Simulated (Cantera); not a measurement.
An isothermal, constant-pressure homogeneous reactor starts with 89.3 % NH₃, 10.7 % N₂, at 1575 K and 0.132 atm.

Model: the gas-phase N/H chemistry of the illustrative SiF4/NH3 mechanism in the Surface Chemkin manual (1991), integrated in Cantera. Walls and surfaces, which speed up NH3 decomposition in real reactors, are not modelled.

One state of this run: x NH₃ = 0.864; x N = 3.14e-9; x H = 1.22e-6; x N₂H₂ = 1.02e-6; x NH₂ = 0.000106; x H₂ = 0.0230. x: mole fraction; the columns are a selection and need not sum to one.

Task: Which value of t (s) does it belong to?
A. 0.316
B. 0.0316
C. 3.16
D. 1.00

Result: D, 1.00
